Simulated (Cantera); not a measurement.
An isothermal, constant-pressure homogeneous reactor starts with 28.8 % CH₄, 51.9 % CO₂, 19.3 % H₂, at 1350 K and 101000 Pa.

Model: GRI-Mech 3.0 (53 species, 325 reactions), integrated in Cantera.

x: mole fraction; the columns are a selection and need not sum to one.

```tsv
t (s)	x CH₄	x CO₂	x H₂	x HO₂	x CH₃	x CH₂O
0.000200	0.288	0.519	0.193	<1e-12	…	2.47e-11
0.000502	0.288	0.519	0.193	<1e-12	…	3.62e-10
0.00126	0.288	0.519	0.193	<1e-12	…	4.03e-9
0.00317	0.288	0.519	0.193	<1e-12	…	2.22e-8
0.00796	0.288	0.519	0.193	<1e-12	…	6.65e-8
0.0200	0.288	0.518	0.193	<1e-12	…	1.40e-7
0.0502	0.288	0.518	0.192	<1e-12	1.51e-5	2.00e-7
0.126	0.287	0.515	0.191	<1e-12	1.57e-5	2.17e-7
0.317	0.285	0.510	0.188	<1e-12	1.58e-5	2.21e-7
0.796	0.280	0.497	0.181	<1e-12	1.59e-5	2.30e-7
2.00	0.267	0.465	0.167	<1e-12	1.59e-5	2.53e-7
```

Task: Fill in the missing entries.

Result: 
- 0.000200, x CH₃: 1.87e-6
- 0.000502, x CH₃: 4.46e-6
- 0.00126, x CH₃: 8.59e-6
- 0.00317, x CH₃: 1.08e-5
- 0.00796, x CH₃: 1.18e-5
- 0.0200, x CH₃: 1.34e-5
